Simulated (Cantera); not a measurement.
A diamond (100) surface in a fixed gas of H2 with x(CH4) = 0.027, x(CH3) = 9.5e-05, at 1298 K, 0.0237 atm; coverages are run to steady state.

Model: the Harris–Goodwin 1993 mechanism for the reconstructed diamond (100) surface, integrated in Cantera.

θ: site fractions in the mechanism's names (c6HH fully hydrogenated, c6H* and c6*H radical sites, c6** diradical, c6HM methylated).

```tsv
x(H)	growth (µm/h)	θ c6HH	θ c6H*	θ c6*H	θ c6**	θ c6HM
0.0001	___	0.657	0.0289	0.310	0.00424	4.29e-5
0.00022	___	0.547	0.0377	0.404	0.0103	5.92e-5
0.00047	___	0.471	0.0434	0.465	0.0190	7.54e-5
0.001	___	0.426	0.0465	0.498	0.0287	9.10e-5
0.0022	___	0.400	0.0480	0.515	0.0369	0.000104
0.0049	___	0.387	0.0487	0.522	0.0422	0.000111
0.011	___	0.381	0.0490	0.525	0.0451	0.000111
0.023	___	0.378	0.0492	0.526	0.0464	0.000105
0.05	___	0.377	0.0494	0.526	0.0471	9.18e-5
```

Task: Fill in the missing entries.

Result: 
- 0.0001, growth (µm/h): 0.00816
- 0.00022, growth (µm/h): 0.0334
- 0.00047, growth (µm/h): 0.0903
- 0.001, growth (µm/h): 0.175
- 0.0022, growth (µm/h): 0.273
- 0.0049, growth (µm/h): 0.376
- 0.011, growth (µm/h): 0.513
- 0.023, growth (µm/h): 0.716
- 0.05, growth (µm/h): 1.07
